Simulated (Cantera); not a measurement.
A freely propagating, adiabatic, planar premixed flame of 28.9 % H2, 14.5 % O2, 54.4 % N2, 2.17 % H2O, equivalence ratio 1.0, unburnt at 650 K and 1.01 bar; mixture-averaged transport, grid criteria slope 0.08 and curve 0.16, no radiation.

Cantera simulation using the H2/O2 subset of GRI-Mech 3.0, which has no nitrogen chemistry; the numbers are that mechanism's predictions, not measurements. Burning velocities carry a grid error of a few per cent, more on coarse grids.

### Question
Predict: laminar burning velocity; thermal thickness; peak x(H); peak x(H2O2); peak x(O).

### Answer
* **laminar burning velocity**: 842 cm/s
* **thermal thickness**: 0.474 mm
* **peak x(H)**: 0.0585
* **peak x(H2O2)**: 1.15e-5
* **peak x(O)**: 0.0133
